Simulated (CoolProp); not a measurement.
Vapour-liquid equilibrium of ethylene (1) + isobutane (2) at 254.1 K; x and y are mole fractions of (1).

Values from CoolProp's multi-fluid Helmholtz-energy mixture model, Smukala 2000 and Bücker 2006; pair parameters Bell 2016.

Task: Give the bubble pressure and the first vapour's composition at x = 0.2, 0.275, 0.95. Is there an azeotrope?

Result: x = 0.2: 0.4507 MPa, y = 0.848; x = 0.275: 0.6067 MPa, y = 0.892; x = 0.95: 2.405 MPa, y = 0.996. No azeotrope shows between x = 0.05 and 0.95.

The pair parameters rest on a limited set of measurements; away from them the model extrapolates.
